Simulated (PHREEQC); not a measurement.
A solution holds 0.043 mol HF, 0.000693 mol NH4F and 0.0002 mol H4SiO4 per kg of water, at 75 °C. It is in equilibrium with CO2 at log p = -3.4 (atm). Otherwise closed; pH follows from the charge balance.

Computed with PHREEQC (ion-association model, wateq4f.dat).

**Question.** The ionic strength comes out as 0.00430 mol/kgw. What activity coefficients do H+, F-, SiF6-2, NH4+, HF2- get?

**Answer.** H+ 0.93, F- 0.92, SiF6-2 0.74, NH4+ 0.92, HF2- 0.92.

This is a speciation only: nothing precipitates in the calculation. Constants without temperature data keep their 25 °C values here. SiF6-2 is the database's only silicon fluoride.
